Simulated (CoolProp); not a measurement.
Properties of n-heptane at several states.

Computed with CoolProp (reference Helmholtz-energy equation of state, Span 2003). It is a short technical equation, of lower accuracy than the large ones.

```tsv
T (K)	p (kPa)	phase	speed of sound (m/s)	conductivity (mW/(m K))
349.5	1010	liquid	929.6	108
334.7	2370	liquid	?	?
407.2	37.8	gas	?	22.4
387.9	13.6	gas	?	20.2
242.5	10.6	liquid	1370	?
495.6	18.4	gas	205.6	?
```

Q: What belongs in the gaps?

A: 
- 334.7, speed of sound (m/s): 999.7
- 334.7, conductivity (mW/(m K)): 113
- 407.2, speed of sound (m/s): 185.2
- 387.9, speed of sound (m/s): 182.2
- 242.5, conductivity (mW/(m K)): 139
- 495.6, conductivity (mW/(m K)): 32.3

Thermal conductivity comes from a separate model (Assael 2013).
